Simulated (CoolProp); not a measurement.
A single-stage vapour-compression cycle with sulfur dioxide: evaporating at 229.15 K (dew point), condensing at 269.15 K (bubble point), superheat 2 K, subcooling 0 K, compressor efficiency 0.75, no pressure losses. Each further row changes one setting.

The numbers come from the reference Helmholtz-energy equation of state, Gao 2016 in CoolProp.

```json
[
 {"case": "as stated", "cooling COP": "3.58", "pressure ratio": "7.77", "discharge temperature (K)": "393.8", "refrigerating effect (kJ/kg)": "365", "volumetric capacity (kJ/m³)": "208"},
 {"case": "evaporating temperature 234.15 K", "cooling COP": "4.29", "pressure ratio": "5.74", "discharge temperature (K)": "373.8", "refrigerating effect (kJ/kg)": "368", "volumetric capacity (kJ/m³)": "278"},
 {"case": "condensing temperature 264.15 K", "cooling COP": "4.17", "pressure ratio": "6.25", "discharge temperature (K)": "374.3", "refrigerating effect (kJ/kg)": "372", "volumetric capacity (kJ/m³)": "212"},
 {"case": "subcooling 5 K", "cooling COP": "3.65", "pressure ratio": "7.77", "discharge temperature (K)": "393.8", "refrigerating effect (kJ/kg)": "372", "volumetric capacity (kJ/m³)": "212"},
 {"case": "superheat 12 K", "cooling COP": "3.49", "pressure ratio": "7.77", "discharge temperature (K)": "408.7", "refrigerating effect (kJ/kg)": "371", "volumetric capacity (kJ/m³)": "202"},
 {"case": "compressor efficiency 0.65", "cooling COP": "3.10", "pressure ratio": "7.77", "discharge temperature (K)": "416.5", "refrigerating effect (kJ/kg)": "365", "volumetric capacity (kJ/m³)": "208"}
]
```
